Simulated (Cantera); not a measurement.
Feed: 1 mol SiO₂, 0.12 mol MgCl₂, 0.54 mol O₂, at 925 K and 0.100 bar.

These are equilibrium values from Cantera (NASA tables, ideal gas, pure condensed phases), not measurements of a reactor. Candidate condensed phases: Mg, MgCl₂, MgO, MgSiO₃, Mg₂SiO₄, Si, SiO₂; 20 gas species. Condensed phases not in the tables: alloys, solid solutions and most ternary compounds. Kinetics and transport are ignored.

Base state: O₂ 0.800, Cl₂ 0.200, Cl 0.000164 (mole fractions); condensed: MgSiO₃(s) + SiO₂(β-quartz).

### Question
What changes in the equilibrium state with this change: MgCl₂ from 0.12 to 0.27 mol?

### Answer
```json
[
 {"species": "O₂", "before": "0.800", "after": "0.600"},
 {"species": "Cl₂", "before": "0.200", "after": "0.400"},
 {"species": "Cl", "before": "0.000164", "after": "0.000231"},
 {"species": "MgSiO₃(s), mol", "before": "0.120", "after": "0.270"},
 {"species": "SiO₂(β-quartz), mol", "before": "0.880", "after": "0.730"}
]
```

### Question
What changes in the equilibrium state with this change: MgCl₂ from 0.12 to 1.3 mol?

### Answer
```json
[
 {"species": "Cl₂", "before": "0.200", "after": "0.999"},
 {"species": "Cl", "before": "0.000164", "after": "0.000366"},
 {"species": "MgCl₂", "before": "5.53e-8", "after": "0.000203"},
 {"species": "O₂", "before": "0.800", "after": "1.04e-5"},
 {"species": "MgSiO₃(s), mol", "before": "0.120", "after": "0.920"},
 {"species": "SiO₂(β-quartz), mol", "before": "0.880", "after": "0"},
 {"species": "MgCl₂(s), mol", "before": "0", "after": "0.220"},
 {"species": "Mg₂SiO₄(s), mol", "before": "0", "after": "0.0800"}
]
```
